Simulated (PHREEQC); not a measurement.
Make-up at 85 °C: 0.11 mol/kgw H3PO4, 0.0015 mol/kgw NaOH and 0.0021 mol/kgw NiSO4. Closed to the air; pH follows from the charge balance.

The numbers come from PHREEQC with the ion-association model, wateq4f.dat.

| quantity | before | after |
|---|---|---|
| pH | 1.77 | 1.96 |
| ionic strength (mol/kgw) | 0.0277 | 0.0206 |
| H3PO4 (mol/kgw) | 0.0871 | 0.0394 |
| H2PO4- (mol/kgw) | 0.0229 | 0.0156 |
| HSO4- (mol/kgw) | 0.00168 | 0.00154 |
| SO4-2 (mol/kgw) | 0.000361 | 0.000479 |
| SI of Morenosite (NiSO4:7H2O) | -4.75 | -4.56 |
| SI of Mirabilite (Na2SO4:10H2O) | -10.77 | -10.60 |

### Question
What was changed between the two runs?
(A) H3PO4 from 0.11 to 0.165 mol/kgw
(B) 0.016 mol/kgw NaF added
(C) H3PO4 from 0.11 to 0.055 mol/kgw
(D) H3PO4 from 0.11 to 0.55 mol/kgw

### Answer
C, H3PO4 from 0.11 to 0.055 mol/kgw

No solid was allowed to form. H3PO4, which wateq4f.dat lacks, is added to it with the constant of phreeqc.dat. At this temperature some constants are extrapolated from 25 °C, and those without enthalpy data are left unchanged. The database has no phosphate complexes of Ni.
